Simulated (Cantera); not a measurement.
Input: 1 mol C, 0.6 mol CO₂, 10 mol H₂, at 13300 Pa.

These are equilibrium values from Cantera (NASA tables, ideal gas, pure condensed phases), not measurements of a reactor. Candidate condensed phases: C, C₆H₆, C₇H₈, C₈H₁₈, H₂O; 110 gas species. Kinetics and transport are ignored.

Problem. At 2050 °C, list the 5 most abundant gas species with their mole fractions, and the condensed phases.

Solution. H₂ 0.862, CO 0.106, H 0.0277, C₂H₂ (acetylene) 0.00418, CH₄ 2.03e-5. Condensed: C(graphite).
